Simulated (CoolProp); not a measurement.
Vapour pressure (kPa) of oxygen: the reference equation beside estimates from Tc = 154.6 K, pc = 5046 kPa, ω = 0.022.

The numbers come from the reference Helmholtz-energy equation of state, Schmidt 1985 in CoolProp.

```json
[
 {"T (K)": "71.2", "reference": "…", "Lee-Kesler": "7.623", "van der Waals": "78.65", "Redlich-Kwong": "3.378", "Soave-Redlich-Kwong": "7.269", "Peng-Robinson": "8.100"},
 {"T (K)": "74.2", "reference": "…", "Lee-Kesler": "12.58", "van der Waals": "105.7", "Redlich-Kwong": "6.343", "Soave-Redlich-Kwong": "12.11", "Peng-Robinson": "13.29"},
 {"T (K)": "77.2", "reference": "20.30", "Lee-Kesler": "19.91", "van der Waals": "139.0", "Redlich-Kwong": "11.19", "Soave-Redlich-Kwong": "19.33", "Peng-Robinson": "20.91"},
 {"T (K)": "80.1", "reference": "30.53", "Lee-Kesler": "29.99", "van der Waals": "177.8", "Redlich-Kwong": "18.42", "Soave-Redlich-Kwong": "29.27", "Peng-Robinson": "31.29"},
 {"T (K)": "83.1", "reference": "45.09", "Lee-Kesler": "44.36", "van der Waals": "225.3", "Redlich-Kwong": "29.44", "Soave-Redlich-Kwong": "43.51", "Peng-Robinson": "46.01"},
 {"T (K)": "86.1", "reference": "64.65", "Lee-Kesler": "63.74", "van der Waals": "…", "Redlich-Kwong": "45.17", "Soave-Redlich-Kwong": "62.75", "Peng-Robinson": "65.74"},
 {"T (K)": "89.1", "reference": "90.30", "Lee-Kesler": "89.23", "van der Waals": "346.1", "Redlich-Kwong": "66.84", "Soave-Redlich-Kwong": "88.11", "Peng-Robinson": "91.54"},
 {"T (K)": "92", "reference": "122.0", "Lee-Kesler": "120.8", "van der Waals": "418.0", "Redlich-Kwong": "94.73", "Soave-Redlich-Kwong": "119.6", "Peng-Robinson": "123.4"},
 {"T (K)": "95", "reference": "163.1", "Lee-Kesler": "161.9", "van der Waals": "502.4", "Redlich-Kwong": "132.2", "Soave-Redlich-Kwong": "160.6", "Peng-Robinson": "164.6"},
 {"T (K)": "98", "reference": "214.0", "Lee-Kesler": "212.9", "van der Waals": "597.7", "Redlich-Kwong": "179.9", "Soave-Redlich-Kwong": "211.5", "Peng-Robinson": "215.6"},
 {"T (K)": "101", "reference": "276.0", "Lee-Kesler": "275.1", "van der Waals": "704.5", "Redlich-Kwong": "239.5", "Soave-Redlich-Kwong": "273.8", "Peng-Robinson": "277.8"}
]
```

Some entries are withheld; supply them.


- 71.2, reference: 7.758
- 74.2, reference: 12.82
- 86.1, van der Waals: 281.2

Absolute difference from the reference over all 11 rows, mean and median: Lee-Kesler 1.3 and 1.4 %, van der Waals 409.9 and 335.0 %, Redlich-Kwong 32.1 and 30.1 %, Soave-Redlich-Kwong 3.2 and 2.9 %, Peng-Robinson 2.0 and 1.7 %.
